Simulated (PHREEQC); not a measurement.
Solution (25 °C): 0.22 mol KOH and 0.0011 mol CO2 per kg of water. Closed to the air; pH follows from the charge balance.

Computed with PHREEQC (ion-association model, wateq4f.dat).

Question: The ionic strength comes out as 0.221 mol/kgw. What activity coefficients do OH-, CO3-2, K+ get?

Answer: OH- 0.70, CO3-2 0.30, K+ 0.70.

This is a speciation only: nothing precipitates in the calculation.
